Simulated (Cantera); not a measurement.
An adiabatic, constant-pressure homogeneous reactor starts with CH4 : H2 : O2 : N2 = 1 : 0.08 : 1.7 : 6.39 (molar parts), equivalence ratio 1.2, at 1575 K and 13500 Torr. Integrator tolerance rtol = 1e-08.

Model: GRI-Mech 3.0 (53 species, 325 reactions), integrated in Cantera. The pressure lies above the range GRI-Mech 3.0 was tuned for (to about 10 atm). Above 3000 K some thermodynamic fits are extrapolated.

Question: What does this change do: initial temperature 1575 to 1200 K?

Answer: 
```tsv
quantity	before	after
time of steepest temperature rise	45.8 µs	0.989 ms
temperature at 0.300 s	2989 K	2779 K
equilibrium temperature	2989 K	2779 K
x(CH4) at 0.300 s	1.69e-12 (gas-phase equilibrium 2.02e-12)	1.81e-12 (gas-phase equilibrium 2.10e-12)
x(H2) at 0.300 s	0.0301 (gas-phase equilibrium 0.0301)	0.0263 (gas-phase equilibrium 0.0263)
x(O2) at 0.300 s	0.00361 (gas-phase equilibrium 0.00361)	0.00115 (gas-phase equilibrium 0.00115)
x(C2H2) at 0.300 s	<1e-12 (gas-phase equilibrium <1e-12)	<1e-12 (gas-phase equilibrium <1e-12)
x(C2H) at 0.300 s	<1e-12 (gas-phase equilibrium <1e-12)	<1e-12 (gas-phase equilibrium <1e-12)
x(HCO) at 0.300 s	5.06e-7 (gas-phase equilibrium 5.06e-7)	2.66e-7 (gas-phase equilibrium 2.66e-7)
x(H) at 0.300 s	0.00630 (gas-phase equilibrium 0.00630)	0.00292 (gas-phase equilibrium 0.00292)
```

Question: What does this change do: initial temperature 1575 to 1150 K?

Answer: 
| quantity | before | after |
|---|---|---|
| time of steepest temperature rise | 45.8 µs | 1.59 ms |
| temperature at 0.300 s | 2989 K | 2748 K |
| equilibrium temperature | 2989 K | 2748 K |
| x(CH4) at 0.300 s | 1.69e-12 (gas-phase equilibrium 2.02e-12) | 1.91e-12 (gas-phase equilibrium 2.21e-12) |
| x(H2) at 0.300 s | 0.0301 (gas-phase equilibrium 0.0301) | 0.0260 (gas-phase equilibrium 0.0260) |
| x(O2) at 0.300 s | 0.00361 (gas-phase equilibrium 0.00361) | 0.000932 (gas-phase equilibrium 0.000932) |
| x(C2H2) at 0.300 s | <1e-12 (gas-phase equilibrium <1e-12) | <1e-12 (gas-phase equilibrium <1e-12) |
| x(C2H) at 0.300 s | <1e-12 (gas-phase equilibrium <1e-12) | <1e-12 (gas-phase equilibrium <1e-12) |
| x(HCO) at 0.300 s | 5.06e-7 (gas-phase equilibrium 5.06e-7) | 2.42e-7 (gas-phase equilibrium 2.42e-7) |
| x(H) at 0.300 s | 0.00630 (gas-phase equilibrium 0.00630) | 0.00260 (gas-phase equilibrium 0.00260) |
